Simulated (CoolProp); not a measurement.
Vapour-liquid equilibrium of R1234yf (1) + R152A (2) at 257 K; x and y are mole fractions of (1).

Model: multi-fluid Helmholtz-energy mixture model, Lemmon 2022 and Outcalt 1996; pair parameters Bell 2023, in CoolProp.

| x | bubble pressure (bar) | y at the bubble point | dew pressure at overall composition x (bar) | liquid density (mol/L) |
|---|---|---|---|---|
| 0.05 | 1.470 | 0.080 | [?] | 14.75 |
| 0.2 | [?] | 0.267 | 1.545 | 13.90 |
| 0.35 | 1.662 | 0.412 | 1.631 | [?] |
| 0.5 | 1.712 | 0.542 | [?] | 12.49 |
| 0.65 | 1.742 | 0.670 | 1.739 | 11.90 |
| 0.8 | 1.757 | 0.805 | 1.757 | 11.37 |
| 0.95 | 1.759 | 0.949 | 1.759 | 10.89 |

Some entries are withheld; supply them.


- 0.05, dew pressure at overall composition x (bar): 1.450
- 0.2, bubble pressure (bar): 1.585
- 0.35, liquid density (mol/L): 13.16
- 0.5, dew pressure at overall composition x (bar): 1.698

y crosses x between x = 0.8 and 0.95: the model has an azeotrope there.

Pair parameters are fitted to limited data, so mixtures are less certain than the pure fluids.
